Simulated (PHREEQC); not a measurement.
A solution holds 0.17 mol/kgw NiCl2 and 0.025 mol/kgw Na2SO4, at 85 °C. Closed to the air; pH follows from the charge balance.

The numbers come from PHREEQC with the ion-association model, wateq4f.dat.

| Item | Value |
|---|---|
| pH | 5.06 |
| ionic strength | 0.459 mol/kgw |
| activity of water | 0.991 |

| species | molality | activity | log γ |
|---|---|---|---|
| Cl- | 0.302 | 0.186 | -0.210 |
| Ni+2 | 0.126 | 0.0306 | -0.615 |
| Na+ | 0.0494 | 0.0334 | -0.170 |
| NiCl+ | 0.0204 | 0.0143 | -0.154 |
| NiSO4 | 0.0145 | 0.0162 | 0.046 |
| SO4-2 | 0.00984 | 0.00176 | -0.747 |
| NiCl2 | 0.00872 | 0.00969 | 0.046 |
| NaSO4- | 0.000606 | 0.000405 | -0.175 |
| NiOH+ | 2.28e-5 | 1.60e-5 | -0.154 |
| H+ | 1.18e-5 | 8.77e-6 | -0.128 |
| HSO4- | 1.11e-5 | 7.11e-6 | -0.192 |
| Ni(SO4)2-2 | 4.10e-6 | 9.94e-7 | -0.615 |
| OH- | 5.63e-8 | 3.42e-8 | -0.217 |

No solid was allowed to form. At this temperature some constants are extrapolated from 25 °C, and those without enthalpy data are left unchanged.
